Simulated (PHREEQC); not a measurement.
Solution (25 °C): 30.6 mmol/kgw (CH3)4NF. Closed to the air; pH follows from the charge balance.

Computed with PHREEQC (ion-association model, phreeqc.dat).

| Property | Result |
|---|---|
| pH | 7.78 |
| ionic strength | 0.0306 mol/kgw |

```csv
species,molality,activity,log γ
F-,0.0306,0.0258,-0.074
(CH3)4N+,0.0306,0.0259,-0.073
OH-,7.27e-7,6.13e-7,-0.074
HF,6.34e-7,6.38e-7,0.003
HF2-,7.44e-8,6.32e-8,-0.071
H+,1.89e-8,1.65e-8,-0.059
```

No solid was allowed to form. Complexes and solids missing from the database can't appear. (CH3)4N+ isn't in the database: it is added as a free cation with an ion size of 4 Å.
